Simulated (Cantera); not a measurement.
Standard-state values (1 bar) from the NASA 1993 polynomials, evaluated with Cantera. Values are per mole of reaction as written; species without (g) are pure solids or liquids, kept so even where they would boil at 1 bar. VN: taken at fixed stoichiometry.

2 VN + 4 N2O(g) = 5 N2(g) + V2O4

```csv
T (K),ΔH° (kJ),ΔS° (J/K),ΔG° (kJ),log10 K,condensed phases
1725,___,___,___,___,"VN(s), V2O4(s)"
1775,___,___,___,___,"VN(s), V2O4(s)"
1825,___,___,___,___,"VN(s), V2O4(l)"
1875,-1197.0,206.8,-1584.8,44.15,"VN(s), V2O4(l)"
1925,___,___,___,___,"VN(s), V2O4(l)"
```

Q: Fill in the missing entries.

A: 
- 1725, ΔH° (kJ): -1309.5
- 1725, ΔS° (J/K): 145.0
- 1725, ΔG° (kJ): -1559.5
- 1725, log10 K: 47.22
- 1775, ΔH° (kJ): -1310.0
- 1775, ΔS° (J/K): 144.7
- 1775, ΔG° (kJ): -1566.8
- 1775, log10 K: 46.11
- 1825, ΔH° (kJ): -1198.2
- 1825, ΔS° (J/K): 206.2
- 1825, ΔG° (kJ): -1574.5
- 1825, log10 K: 45.06
- 1925, ΔH° (kJ): -1195.9
- 1925, ΔS° (J/K): 207.4
- 1925, ΔG° (kJ): -1595.2
- 1925, log10 K: 43.28
